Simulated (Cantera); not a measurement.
# Si + SF6 (silicon etching in halogen gases)

Input: 1 mol Si, 3.1 mol SF6, held at 902 °C and 100 Torr.

Method: chemical equilibrium by Gibbs-energy minimisation in Cantera with the NASA 1993 tables (ideal gas, pure condensed phases). Candidate condensed phases: S, Si; 21 gas species. The tables' values for SF3, SF5 are old estimates; treat these amounts as uncertain. The numbers say what is thermodynamically allowed, not how fast it happens.

The x(SF4) is 0.483 and the x(SF6) is 0.270. The x(SiF4) comes out as 0.244. The x(SF3) is 0.00257, the x(SF2) comes out as 0.000456 and the x(SF5) comes out as 0.000249. The x(F) comes out as 5.51e-5. The gas amount comes out as 4.100 mol, the log10 activity of S(l) (absent) comes out as -8.36 and the log10 activity of Si(s) (absent) comes out as -46.70.
